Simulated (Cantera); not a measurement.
# Stirred combustor or abatement burner

A perfectly stirred reactor is fed with CH₄ : CO : O₂ : N₂ : CO₂ = 1 : 1.4 : 5.63 : 21.2 : 0.19 (molar parts), equivalence ratio 0.48, at 2.10 bar; it is adiabatic with a 375 K inlet, and is followed from long to short residence time, starting on the burning branch (τ in s: 0.3, 0.083, 0.023, 0.0061, 0.0017, 0.00045, 0.00012, 3.4e-05, 9.2e-06).

Cantera simulation using GRI-Mech 3.0 (53 species, 325 reactions); the numbers are that mechanism's predictions, not measurements.

| τ (s) | T (K) | x CH₄ | x CO | x O₂ | x OH | x N₂O | x H₂O | x HCN |
|---|---|---|---|---|---|---|---|---|
| 0.30 | 1567 | 5.84e-6 | 0.000199 | 0.102 | 0.000257 | 8.26e-7 | 0.0695 | 9.04e-10 |
| 0.083 | 1564 | 1.34e-5 | 0.000481 | 0.102 | 0.000380 | 1.37e-6 | 0.0694 | 1.38e-9 |
| 0.023 | 1557 | 3.10e-5 | 0.00117 | 0.102 | 0.000554 | 1.74e-6 | 0.0692 | 1.73e-9 |
| 0.0061 | 1539 | 7.55e-5 | 0.00299 | 0.103 | 0.000784 | 1.64e-6 | 0.0688 | 2.02e-9 |
| 0.0017 | 1495 | 0.000203 | 0.00785 | 0.106 | 0.000963 | 1.21e-6 | 0.0680 | 2.95e-9 |
| 0.00045 | 375 | 0.0340 | 0.0476 | 0.191 | <1e-12 | <1e-12 | <1e-12 | <1e-12 |
| 0.00012 | 375 | 0.0340 | 0.0476 | 0.191 | <1e-12 | <1e-12 | <1e-12 | <1e-12 |
| 3.4e-5 | 375 | 0.0340 | 0.0476 | 0.191 | <1e-12 | <1e-12 | <1e-12 | <1e-12 |
| 9.2e-6 | 375 | 0.0340 | 0.0476 | 0.191 | <1e-12 | <1e-12 | <1e-12 | <1e-12 |
x: mole fraction; the columns are a selection and need not sum to one.
